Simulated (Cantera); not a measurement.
Adiabatic ignition

An adiabatic, constant-volume homogeneous reactor starts with CH4 : C2H6 : C3H8 : O2 : N2 : H2O = 1 : 0.037 : 0.13 : 2.32 : 8.71 : 0.75 (molar parts), at 1400 K and 7500 Torr.

Cantera simulation using GRI-Mech 3.0 (53 species, 325 reactions); the numbers are that mechanism's predictions, not measurements. GRI-Mech 3.0 was tuned for natural gas; its chemistry of propane as a main component is partial and can be far from experiment. Above 3000 K some thermodynamic fits are extrapolated.

```tsv
t (s)	T (K)	P (bar)	x CH4	x C2H6	x C3H8	x NO	x CH3	x H2O2	x CO
4.00e-6	1400	10.00	0.0772	0.00285	0.00999	<1e-12	5.87e-5	1.39e-6	7.96e-8
1.59e-5	1400	10.0	0.0769	0.00290	0.00970	<1e-12	0.000162	4.02e-6	1.10e-5
6.33e-5	1414	10.1	0.0750	0.00325	0.00800	1.73e-12	0.000212	1.06e-5	0.000483
0.000252	3035	23.2	2.36e-12	<1e-12	<1e-12	0.00643	7.66e-12	1.21e-6	0.0566
0.00100	3034	23.2	2.38e-12	<1e-12	<1e-12	0.00660	7.68e-12	1.21e-6	0.0567
0.00399	3034	23.2	2.38e-12	<1e-12	<1e-12	0.00660	7.68e-12	1.21e-6	0.0567
0.0159	3034	23.2	2.38e-12	<1e-12	<1e-12	0.00660	7.68e-12	1.21e-6	0.0567
0.0632	3034	23.2	2.38e-12	<1e-12	<1e-12	0.00660	7.68e-12	1.21e-6	0.0567
0.251	3034	23.2	2.38e-12	<1e-12	<1e-12	0.00660	7.68e-12	1.21e-6	0.0567
1.00	3034	23.2	2.38e-12	<1e-12	<1e-12	0.00660	7.68e-12	1.21e-6	0.0567
```
x: mole fraction; the columns are a selection and need not sum to one.

time of steepest temperature rise: 0.126 ms
temperature at 1.00 s: 3034 K
equilibrium temperature: 3034 K
x(CH4) at 1.00 s: 2.38e-12 (gas-phase equilibrium 2.84e-12)
x(C2H6) at 1.00 s: <1e-12 (gas-phase equilibrium <1e-12)
x(C3H8) at 1.00 s: <1e-12 (gas-phase equilibrium <1e-12)
